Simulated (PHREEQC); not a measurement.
Dissolve 0.0049 mol CdCl2, 0.00069 mol MgSO4, 0.0011 mol NaF and 0.013 mol Na2SO4 per kg of water at 25 °C. Closed to the air; pH follows from the charge balance.

Computed with PHREEQC (ion-association model, wateq4f.dat).

| Quantity | Value |
|---|---|
| pH | 6.43 |
| ionic strength | 0.0464 mol/kgw |

| species | molality | activity | log γ |
|---|---|---|---|
| Na+ | 0.0264 | 0.0219 | -0.082 |
| SO4-2 | 0.0109 | 0.00512 | -0.327 |
| Cl- | 0.00887 | 0.00726 | -0.087 |
| Cd+2 | 0.00226 | 0.00105 | -0.333 |
| CdSO4 | 0.00153 | 0.00155 | 0.005 |
| F- | 0.00106 | 0.000866 | -0.088 |
| CdCl+ | 0.000881 | 0.000727 | -0.083 |
| NaSO4- | 0.000674 | 0.000561 | -0.080 |
| Mg+2 | 0.000426 | 0.000210 | -0.307 |
| MgSO4 | 0.000249 | 0.000252 | 0.005 |
| Cd(SO4)2-2 | 0.000187 | 8.70e-5 | -0.333 |

No solid was allowed to form. Complexes and solids missing from the database can't appear.
